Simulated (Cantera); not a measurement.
Input: 1 mol Cu₂O, 0.74 mol C, 0.02 mol CO, held at 133 Pa.

Cantera equilibrium calculation (NASA polynomials, part measured and part estimated; ideal gas, pure solids and liquids). Candidate condensed phases: C, Cu, CuO, Cu₂O; 15 gas species. Kinetics and transport are ignored.

### Question
Which condensed phases are stable at each of these points (T (K)): 898, 1048, 1198, 1348, 1498, 1648, 1798, 1948, 2098, 2248, 2398, 2548?

### Answer
```json
[
 {"T (K)": "898", "condensed phases": "Cu(s)", "Cu condensed (%)": "100.0"},
 {"T (K)": "1048", "condensed phases": "Cu(s)", "Cu condensed (%)": "100.0"},
 {"T (K)": "1198", "condensed phases": "Cu(s)", "Cu condensed (%)": "100.0"},
 {"T (K)": "1348", "condensed phases": "Cu(s)", "Cu condensed (%)": "100.0"},
 {"T (K)": "1498", "condensed phases": "Cu(l)", "Cu condensed (%)": "99.8"},
 {"T (K)": "1648", "condensed phases": "Cu(l)", "Cu condensed (%)": "97.6"},
 {"T (K)": "1798", "condensed phases": "Cu(l)", "Cu condensed (%)": "74.9"},
 {"T (K)": "1948", "condensed phases": "gas only", "Cu condensed (%)": "0.0"},
 {"T (K)": "2098", "condensed phases": "gas only", "Cu condensed (%)": "0.0"},
 {"T (K)": "2248", "condensed phases": "gas only", "Cu condensed (%)": "0.0"},
 {"T (K)": "2398", "condensed phases": "gas only", "Cu condensed (%)": "0.0"},
 {"T (K)": "2548", "condensed phases": "gas only", "Cu condensed (%)": "0.0"}
]
```

From 898 K to 1348 K the condensed part is Cu(s). From 1498 K to 1798 K the condensed part is Cu(l). From 1948 K to 2548 K nothing is condensed.
